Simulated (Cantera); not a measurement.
Feed: 1 mol Hg, 8.9 mol H₂, 14 mol N₂, equilibrated at 848.15 K and 1 atm.

Method: chemical equilibrium by Gibbs-energy minimisation in Cantera with the NASA 1993 tables (ideal gas, pure condensed phases). Candidate condensed phases: Hg; 10 gas species. Equilibrium is a limit: real reactors are often held back by kinetics, nucleation or transport.

Task: What is the equilibrium state?

Result: 
| Property | Value |
|---|---|
| x(N₂) | 0.586 |
| x(H₂) | 0.372 |
| x(Hg) | 0.0419 |
| x(NH₃) | 0.000332 |
| gas amount | 23.89 mol |
| log10 activity of Hg(l) (absent) | -2.62 |
